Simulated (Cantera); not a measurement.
A closed system holds: 1 mol Pb, 0.3 mol O₂, 0.81 mol N₂, at 0.100 bar.

Cantera equilibrium calculation (NASA polynomials, part measured and part estimated; ideal gas, pure solids and liquids). Candidate condensed phases: Pb, PbO, PbO₂, Pb₃O₄; 12 gas species. Each liquid is taken as pure. Mutual solubility and eutectic melting of coexisting phases are not modelled. Gases not in the tables: (PbO)n polymers. Rates play no part. All values below are at 1498 K.

Base state: N₂ 0.673, Pb 0.241, PbO 0.0860, Pb₂ 9.97e-5, O₂ 3.04e-5, NO 1.35e-5 (mole fractions); condensed: Pb(l) + PbO(l).

What changes in the equilibrium state with this change: O₂ from 0.3 to 0.017 mol?


```csv
species,before,after
N₂,0.673,0.728
Pb,0.241,0.241
PbO,0.0860,0.0306
O₂,3.04e-5,3.84e-6
NO,1.35e-5,4.98e-6
Pb₂,9.97e-5,9.97e-5
"Pb(l), mol",0.110,0.698
"PbO(l), mol",0.496,0
```
